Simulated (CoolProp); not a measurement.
R115 at several states: density (kg/m³) from the reference equation and from simpler models built on Tc = 353.1 K, pc = 31.29 bar, ω = 0.248; each cubic takes its own stable root.

Values from CoolProp's reference Helmholtz-energy equation of state, Lemmon 2016.

```
T (K)  p (bar)          phase  reference
-----  -------  -------------  ---------
223.8     39.5         liquid       1594
424.1      163  supercritical      955.6
282.2    0.334            gas      2.215
```

Q: How far does each simpler model (Soave-Redlich-Kwong, Peng-Robinson) lie from the reference over these 3 states: mean and median of the absolute difference, and the worst?

A: 
- Soave-Redlich-Kwong: mean 3.4 %, median 4.6 %, worst -5.5 % at 424.1 K and 163 bar
- Peng-Robinson: mean 3.6 %, median 3.1 %, worst +7.5 % at 223.8 K and 39.5 bar
